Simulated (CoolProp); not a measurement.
Saturation properties of hydrogen sulfide (Tc = 373.1 K, pc = 89.99 bar, ω = 0.101).

Model: reference Helmholtz-energy equation of state, Lemmon 2006, in CoolProp. It is a short technical equation, of lower accuracy than the large ones.

```csv
T (K),p (bar),liquid density (kg/m³),vapour density (kg/m³),vapour viscosity (µPa s)
256.2,6.062,868.3,10.54,9.78
260.6,7.011,859.4,12.09,9.92
264.9,8.040,850.6,13.77,10.1
269.3,9.206,841.3,15.68,10.2
273.7,10.49,831.9,17.78,10.4
278.1,11.91,822.3,20.09,10.5
282.4,13.42,812.6,22.58,10.7
286.8,15.11,802.5,25.37,10.8
291.2,16.95,792.2,28.43,11.0
295.6,18.94,781.5,31.79,11.2
299.9,21.05,770.8,35.39,11.4
304.3,23.38,759.5,39.43,11.6
308.7,25.89,747.8,43.87,11.8
313.1,28.59,735.7,48.74,12.1
317.4,31.43,723.4,53.98,12.3
```

It boils at 212.9 K under 1 atm.

Viscosity comes from a separate model (Quiñones-Cisneros 2012).
